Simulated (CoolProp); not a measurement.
c-C4F8 (RC318) along the isobar 36.9 bar: density (kg/m³) from the reference equation and from simpler models built on Tc = 388.4 K, pc = 27.78 bar, ω = 0.355; each cubic takes its own stable root.

The numbers come from the reference Helmholtz-energy equation of state, Platzer 1990 in CoolProp. This equation is an older, rougher fit; its heat capacities, sound speeds and derivatives of the liquid may be far off and weren't checked against measurements.

| T (K) | phase | reference |
|---|---|---|
| 379.8 | liquid | 1094 |
| 391.8 | supercritical | 953.4 |
| 403.9 | supercritical | 643.2 |
| 415.9 | supercritical | 419.4 |
| 427.9 | supercritical | 344.3 |
| 439.9 | supercritical | 303.4 |
| 451.9 | supercritical | 275.8 |
| 463.9 | supercritical | 255.4 |
| 476 | supercritical | 239.0 |
| 488 | supercritical | 225.7 |
| 500 | supercritical | 214.4 |

Question: How far does each simpler model (van der Waals, Redlich-Kwong) lie from the reference over these 11 states: mean and median of the absolute difference, and the worst?

Answer: 
- van der Waals: mean 14.7 %, median 11.2 %, worst -31.8 % at 379.8 K and 36.9 bar
- Redlich-Kwong: mean 7.9 %, median 6.9 %, worst -15.2 % at 379.8 K and 36.9 bar
